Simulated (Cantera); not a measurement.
Feed: 1 mol (CH₃)₂SiCl₂, 0.55 mol C₃H₈, a varied amount of H₂, 1.2 mol C₂H₄, at 2027 °C and 18.8 Torr.

Cantera equilibrium calculation (NASA polynomials, part measured and part estimated; ideal gas, pure solids and liquids). Candidate condensed phases: C, C₆H₆, C₇H₈, C₈H₁₈, Si, SiC; 109 gas species. The feed counts by its element totals alone. The tables' values for SiCl are old estimates; treat these amounts as uncertain. Gases not in the tables: Si₂H₆ and higher silanes. Rates play no part.

x: gas mole fraction; n: condensed amount in mol.

| n(H₂) (mol) | x H₂ | x HCl | x H | x Si | x C₂H₂ (acetylene) | n C(graphite) | n SiC(s) |
|---|---|---|---|---|---|---|---|
| 16 | 0.856 | 0.0713 | 0.0566 | 0.00535 | 0.00370 | 5.05 | 0.760 |
| 26 | 0.877 | [?] | 0.0573 | 0.00535 | 0.00379 | 5.01 | [?] |
| 44 | 0.895 | 0.0341 | 0.0579 | 0.00535 | 0.00387 | 4.95 | 0.567 |
| 74 | 0.908 | 0.0219 | 0.0583 | 0.00535 | 0.00392 | 4.86 | 0.345 |
| 120 | 0.916 | 0.0141 | 0.0586 | 0.00534 | 0.00396 | 4.73 | 0 |
| 210 | 0.924 | 0.00839 | 0.0588 | 0.00333 | 0.00399 | 3.98 | 0 |
| 350 | 0.929 | 0.00514 | 0.0590 | 0.00211 | 0.00401 | 2.81 | 0 |
| 590 | 0.932 | 0.00309 | 0.0591 | 0.00129 | 0.00403 | 0.794 | 0 |
| 990 | 0.935 | [?] | 0.0592 | [?] | [?] | 0 | 0 |
| 1700 | 0.937 | 0.00108 | 0.0593 | 0.000499 | 0.00168 | 0 | 0 |

Task: Complete the blanks.

Result: 
- 26, x HCl: 0.0514
- 26, n SiC(s): 0.695
- 990, x HCl: 0.00185
- 990, x Si: 0.000816
- 990, x C₂H₂ (acetylene): 0.00283
